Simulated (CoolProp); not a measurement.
Properties of oxygen along the isotherm 168.6 K.

Values from CoolProp's reference Helmholtz-energy equation of state, Schmidt 1985.

```
p (bar)          phase  speed of sound (m/s)  conductivity (mW/(m K))  fugacity coefficient
-------  -------------  --------------------  -----------------------  --------------------
9.46               gas                 241.7                     16.2                0.9523
18.9               gas                 235.5                     17.2                0.9055
28.4               gas                   [?]                     18.4                0.8591
37.8               gas                   [?]                     20.1                   [?]
47.3               gas                 216.3                     22.4                0.7681
56.8     supercritical                 210.5                     26.2                0.7228
66.2     supercritical                 207.4                     32.5                0.6777
75.7     supercritical                 215.8                      [?]                0.6322
```

**Question.** What belongs in the gaps?

**Answer.** 
- 28.4, speed of sound (m/s): 229.1
- 37.8, speed of sound (m/s): 222.7
- 37.8, fugacity coefficient: 0.8137
- 75.7, conductivity (mW/(m K)): 42.1

Thermal conductivity comes from a separate model (Lemmon 2004).
